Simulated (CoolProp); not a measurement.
Vapour-liquid equilibrium of n-butane (1) + n-decane (2) at 93.15 °C; x and y are mole fractions of (1).

The numbers come from the multi-fluid Helmholtz-energy mixture model, Bücker 2006 and Lemmon 2006; pair parameters Kunz 2012 in CoolProp.

```tsv
x	bubble pressure, mixture model (kPa)	bubble pressure, Raoult's law (kPa)	y, mixture model	y, Raoult's law
0.05	69.40	73.48	0.897	0.906
0.15	190.9	206.0	0.963	0.970
0.25	310.6	338.4	0.978	0.984
0.35	430.3	470.9	0.985	0.990
0.45	551.2	603.4	0.989	0.993
0.55	674.8	735.9	0.992	0.996
0.65	802.7	868.3	0.994	0.997
0.75	937.5	1001	0.996	0.998
0.85	1082	1133	0.997	0.999
0.95	1243	1266	0.999	1.000
```

The largest gap from Raoult's law is -8.7 % in bubble pressure, at x = 0.45. No azeotrope shows between x = 0.05 and 0.95.

Pair parameters are fitted to limited data, so mixtures are less certain than the pure fluids.
